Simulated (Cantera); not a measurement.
# Fe₂O₃ + H₂S + O₂ + SO₂ (roasting and sulfation)

Charge: 1 mol Fe₂O₃, 2.9 mol H₂S, 1.9 mol O₂, 0.13 mol SO₂, held at 0.100 bar.

Equilibrium computed with Cantera from the NASA thermochemical tables; the gas is ideal and each condensed phase is pure. Candidate condensed phases: Fe, FeO, Fe(OH)₂, Fe(OH)₃, FeS, FeSO₄, FeS₂, Fe₂O₃, Fe₂(SO₄)₃, Fe₃O₄, H₂O, H₂SO₄, S; 22 gas species. Mutual solubility and eutectic melting of coexisting phases are not modelled. FeS: taken at fixed stoichiometry. Gases not in the tables: S₃ to S₇. The numbers say what is thermodynamically allowed, not how fast it happens.

| T (K) | x H₂O | x SO₂ | x S₂ | x H₂S | n FeS₂(s) | n Fe₃O₄(s) | n FeS(s) |
|---|---|---|---|---|---|---|---|
| 675 | 0.687 | 0.312 | 7.39e-5 | 0.000877 | 0.854 | 0.382 | 0 |
| 725 | 0.685 | 0.312 | 0.000358 | 0.00213 | 0.850 | 0.383 | 0 |
| 775 | 0.682 | 0.312 | 0.00142 | 0.00463 | 0.840 | 0.387 | 0 |
| 825 | 0.676 | 0.310 | 0.00478 | 0.00917 | 0.818 | 0.394 | 0 |
| 875 | 0.625 | 0.355 | 0.00868 | 0.0102 | 0 | 0.241 | 1.28 |
| 925 | 0.623 | 0.353 | 0.0115 | 0.0106 | 0 | 0.247 | 1.26 |
| 975 | 0.622 | 0.350 | 0.0148 | 0.0110 | 0 | 0.254 | 1.24 |
| 1025 | 0.620 | 0.346 | 0.0187 | 0.0114 | 0 | 0.262 | 1.21 |
| 1075 | 0.617 | 0.343 | 0.0230 | 0.0118 | 0 | 0.272 | 1.18 |
x: gas mole fraction; n: condensed amount in mol.

From 675 K to 825 K the condensed part is FeS₂(s) + Fe₃O₄(s). From 875 K to 1075 K the condensed part is FeS(s) + Fe₃O₄(s).
